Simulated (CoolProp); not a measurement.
Saturation properties of normal hydrogen (Tc = 33.1 K, pc = 12.96 bar, ω = -0.219).

Computed with CoolProp (reference Helmholtz-energy equation of state, Leachman 2009).

```
T (K)  p (bar)  liquid density (kg/m³)  vapour density (kg/m³)  enthalpy of vaporisation (kJ/kg)  liquid viscosity (µPa s)
-----  -------  ----------------------  ----------------------  --------------------------------  ------------------------
22.8     1.947                   67.86                   2.421                             432.9                      11.1
23.7     2.410                   66.63                   2.958                             424.4                      10.4
24.7     3.011                   65.16                   3.659                             413.1                      9.67
25.6     3.635                   63.74                   4.400                             400.8                      9.05
26.6     4.430                   62.04                   5.368                             384.7                      8.41
27.5     5.242                   60.35                   6.398                             367.6                      7.85
28.5     6.262                   58.27                   7.766                             344.8                      7.26
29.4     7.292                   56.14                   9.261                             320.2                      6.73
30.4     8.574                   53.36                   11.34                             286.4                      6.13
31.3     9.860                   50.26                   13.82                             246.9                      5.56
32.3     11.45                   45.33                   18.02                             182.5                      4.78
```

It boils at 20.4 K under 1 atm.

Viscosity comes from a separate model (Muzny 2013).
